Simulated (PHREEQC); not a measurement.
A solution holds 0.0038 mol/kgw NaH2PO4, 0.00015 mol/kgw NaOH and 0.00046 mol/kgw H4SiO4, at 25 °C. It is in equilibrium with CO2 at log p = -2 (atm). Otherwise closed; pH follows from the charge balance.

The numbers come from PHREEQC with the ion-association model, wateq4f.dat.

| Property | Value |
|---|---|
| pH | 5.54 |
| ionic strength | 0.00405 mol/kgw |
| total alkalinity | 0.150 meq/kg |

| species | molality | activity | log γ |
|---|---|---|---|
| Na+ | 0.00395 | 0.00369 | -0.030 |
| H2PO4- | 0.00370 | 0.00346 | -0.029 |
| H4SiO4 | 0.000460 | 0.000460 | 0.000 |
| CO2 | 0.000340 | 0.000340 | 0.000 |
| HPO4-2 | 9.77e-5 | 7.45e-5 | -0.118 |
| HCO3- | 5.62e-5 | 5.25e-5 | -0.029 |
| H+ | 3.07e-6 | 2.88e-6 | -0.027 |
| H3PO4 | 1.47e-6 | 1.47e-6 | 0.000 |
| NaHPO4- | 5.73e-7 | 5.36e-7 | -0.029 |
| NaHCO3 | 1.09e-7 | 1.09e-7 | 0.000 |
| H3SiO4- | 2.52e-8 | 2.35e-8 | -0.030 |
| OH- | 3.72e-9 | 3.47e-9 | -0.030 |
| CO3-2 | 1.12e-9 | 8.54e-10 | -0.117 |

No solid was allowed to form. Saturation is exceeded, for instance for Quartz (slow to form), Chalcedony (slow to form); the values hold only as long as no solid forms. H3PO4, which wateq4f.dat lacks, is added to it with the constant of phreeqc.dat.
